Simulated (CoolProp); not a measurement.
Properties of hydrogen chloride along the isobar 1.01 bar (Tc = 51.5 °C, pc = 83.14 bar, ω = 0.130).

Computed with CoolProp (reference Helmholtz-energy equation of state, Thol 2018).

```tsv
T (°C)	phase	density (kg/m³)	speed of sound (m/s)
-53.85	gas	2.054	262.1
-42.15	gas	1.945	___
-30.45	gas	1.847	276.4
-18.65	gas	1.758	___
-6.95	gas	1.678	___
4.75	gas	1.606	___
16.45	gas	1.539	___
28.15	gas	1.479	309.1
39.95	gas	1.422	315.2
51.65	gas	1.370	321.1
```

Problem. Some entries are withheld; supply them.

Solution. 
- -42.15, speed of sound (m/s): 269.4
- -18.65, speed of sound (m/s): 283.3
- -6.95, speed of sound (m/s): 290.0
- 4.75, speed of sound (m/s): 296.5
- 16.45, speed of sound (m/s): 302.8
